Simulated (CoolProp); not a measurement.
Fluoroethane (R161) at several states: fugacity coefficient from the reference equation and from simpler models built on Tc = 102.1 °C, pc = 5010 kPa, ω = 0.216; each cubic takes its own stable root.

Computed with CoolProp (reference Helmholtz-energy equation of state, Wu 2012).

```json
[
 {"T (°C)": "-8.55", "p (kPa)": "5000", "phase": "liquid", "reference": "0.06894", "van der Waals": "0.2176", "Redlich-Kwong": "0.09964", "Soave-Redlich-Kwong": "?", "Peng-Robinson": "0.06955"},
 {"T (°C)": "26.75", "p (kPa)": "5000", "phase": "liquid", "reference": "0.1850", "van der Waals": "0.3566", "Redlich-Kwong": "0.2348", "Soave-Redlich-Kwong": "?", "Peng-Robinson": "0.1872"},
 {"T (°C)": "89.75", "p (kPa)": "3150", "phase": "gas", "reference": "0.7577", "van der Waals": "0.7979", "Redlich-Kwong": "0.7703", "Soave-Redlich-Kwong": "?", "Peng-Robinson": "0.7490"},
 {"T (°C)": "170.65", "p (kPa)": "35.4", "phase": "gas", "reference": "0.9986", "van der Waals": "0.9986", "Redlich-Kwong": "0.9985", "Soave-Redlich-Kwong": "0.9987", "Peng-Robinson": "0.9984"},
 {"T (°C)": "69.85", "p (kPa)": "5000", "phase": "liquid", "reference": "0.4267", "van der Waals": "?", "Redlich-Kwong": "0.4751", "Soave-Redlich-Kwong": "0.4463", "Peng-Robinson": "0.4302"},
 {"T (°C)": "8.95", "p (kPa)": "5000", "phase": "liquid", "reference": "?", "van der Waals": "0.2830", "Redlich-Kwong": "0.1584", "Soave-Redlich-Kwong": "?", "Peng-Robinson": "0.1184"}
]
```

Problem. What belongs in the gaps?

Solution. 
- -8.55, Soave-Redlich-Kwong: 0.07130
- 26.75, Soave-Redlich-Kwong: 0.1937
- 89.75, Soave-Redlich-Kwong: 0.7672
- 69.85, van der Waals: 0.5533
- 8.95, reference: 0.1172
- 8.95, Soave-Redlich-Kwong: 0.1221
